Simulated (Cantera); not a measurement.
# Ammonia decomposition in nitride growth gas

An isothermal, constant-pressure homogeneous reactor starts with 15.4 % NH₃, 84.6 % H₂, at 1775 K and 5800 Pa.

Detailed kinetics in Cantera: the gas-phase N/H chemistry of the illustrative SiF4/NH3 mechanism in the Surface Chemkin manual (1991). Walls and surfaces, which speed up NH3 decomposition in real reactors, are not modelled.

| t (s) | x NH₃ | x H₂ | x NH | x N₂ | x N | x NH₂ | x N₂H₂ |
|---|---|---|---|---|---|---|---|
| 9.00e-6 | 0.154 | 0.846 | <1e-12 | <1e-12 | <1e-12 | 4.06e-8 | <1e-12 |
| 2.76e-5 | 0.154 | 0.846 | <1e-12 | <1e-12 | <1e-12 | 1.14e-7 | <1e-12 |
| 8.44e-5 | 0.154 | 0.846 | 1.21e-11 | <1e-12 | <1e-12 | 3.40e-7 | <1e-12 |
| 0.000258 | 0.154 | 0.846 | 1.24e-10 | 4.88e-12 | <1e-12 | 1.03e-6 | 6.41e-12 |
| 0.000792 | 0.154 | 0.846 | 1.20e-9 | 3.33e-10 | 2.08e-12 | 3.14e-6 | 7.50e-11 |
| 0.00242 | 0.154 | 0.846 | 1.13e-8 | 1.42e-8 | 6.14e-11 | 9.60e-6 | 7.99e-10 |
| 0.00742 | 0.154 | 0.846 | 1.05e-7 | 5.28e-7 | 1.74e-9 | 2.92e-5 | 8.91e-9 |
| 0.0227 | 0.154 | 0.846 | 8.36e-7 | 2.03e-5 | 3.87e-8 | 8.26e-5 | 9.74e-8 |
| 0.0696 | 0.153 | 0.846 | 1.87e-6 | 0.000329 | 1.29e-7 | 0.000123 | 2.58e-7 |
| 0.213 | 0.150 | 0.848 | 1.88e-6 | 0.00149 | 1.31e-7 | 0.000123 | 2.55e-7 |
| 0.653 | 0.142 | 0.852 | 1.84e-6 | 0.00490 | 1.31e-7 | 0.000118 | 2.38e-7 |
| 2.00 | 0.121 | 0.864 | 1.74e-6 | 0.0140 | 1.30e-7 | 0.000106 | 1.94e-7 |
x: mole fraction; the columns are a selection and need not sum to one.

Equilibrium at this temperature and pressure: NH₃ 4.11e-7, H₂ 0.932, NH 8.58e-11, N₂ 0.0666, N 2.49e-11, NH₂ 1.36e-9, N₂H₂ <1e-12 (gas phase only).
